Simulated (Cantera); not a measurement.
# Thermodynamics of silicon oxide and oxynitride deposition, feed Si2H6 + H2O + H2

Charge: 1 mol Si2H6, 0.12 mol H2O, 0.21 mol H2, equilibrated at 100000 Pa.

Equilibrium computed with Cantera from the NASA thermochemical tables; the gas is ideal and each condensed phase is pure. Candidate condensed phases: H2O, Si, SiO2; 18 gas species. The feed counts by its element totals alone. Each liquid is taken as pure. Mutual solubility and eutectic melting of coexisting phases are not modelled. The tables hold silica as quartz up to 1696 K and as liquid above; real silica turns to tridymite and cristobalite and melts near 1996 K. Gases not in the tables: Si2H6 and higher silanes. Rates play no part.

| T (K) | x H2 | x SiO | x H | x SiH2 | x H2O | x Si | x SiH | n Si(s) | n SiO2(β-quartz) | n Si(l) | n SiO2(condensed) |
|---|---|---|---|---|---|---|---|---|---|---|---|
| 1100 | 1.000 | 2.30e-8 | 2.59e-8 | 1.32e-9 | 9.10e-9 | <1e-12 | <1e-12 | 1.94 | 0.0600 | 0 | 0 |
| 1175 | 1.000 | 2.57e-7 | 1.23e-7 | 7.10e-9 | 3.76e-8 | <1e-12 | 9.46e-12 | 1.94 | 0.0600 | 0 | 0 |
| 1250 | 1.000 | 2.13e-6 | 4.83e-7 | 3.13e-8 | 1.31e-7 | 8.31e-12 | 9.16e-11 | 1.94 | 0.0600 | 0 | 0 |
| 1325 | 1.000 | 1.39e-5 | 1.64e-6 | 1.17e-7 | 3.93e-7 | 9.43e-11 | 6.84e-10 | 1.94 | 0.0600 | 0 | 0 |
| 1400 | 1.000 | 7.33e-5 | 4.86e-6 | 3.77e-7 | 1.05e-6 | 8.23e-10 | 4.11e-9 | 1.94 | 0.0599 | 0 | 0 |
| 1475 | 1.000 | 0.000326 | 1.30e-5 | 1.08e-6 | 2.52e-6 | 5.75e-9 | 2.05e-8 | 1.94 | 0.0595 | 0 | 0 |
| 1550 | 0.999 | 0.00125 | 3.15e-5 | 2.79e-6 | 5.55e-6 | 3.32e-8 | 8.72e-8 | 1.94 | 0.0579 | 0 | 0 |
| 1625 | 0.996 | 0.00421 | 7.04e-5 | 6.58e-6 | 1.13e-5 | 1.63e-7 | 3.24e-7 | 1.93 | 0.0529 | 0 | 0 |
| 1700 | 0.987 | 0.0126 | 0.000146 | 1.40e-5 | 2.17e-5 | 6.79e-7 | 1.04e-6 | 0 | 0 | 1.92 | 0.0388 |
| 1775 | 0.968 | 0.0316 | 0.000285 | 2.42e-5 | 4.10e-5 | 2.20e-6 | 2.65e-6 | 0 | 0 | 1.89 | 0.00567 |
| 1850 | 0.965 | 0.0347 | 0.000529 | 4.07e-5 | 3.54e-5 | 6.45e-6 | 6.28e-6 | 0 | 0 | 1.88 | 0 |
| 1925 | 0.964 | 0.0347 | 0.000939 | 6.57e-5 | 2.83e-5 | 1.74e-5 | 1.39e-5 | 0 | 0 | 1.88 | 0 |
x: gas mole fraction; n: condensed amount in mol.

From 1100 K to 1625 K the condensed part is Si(s) + SiO2(β-quartz). From 1700 K to 1775 K the condensed part is Si(l) + SiO2(condensed). From 1850 K to 1925 K the condensed part is Si(l). The main Si-bearing gas is SiH4 at 1100 K and SiO at 1925 K.
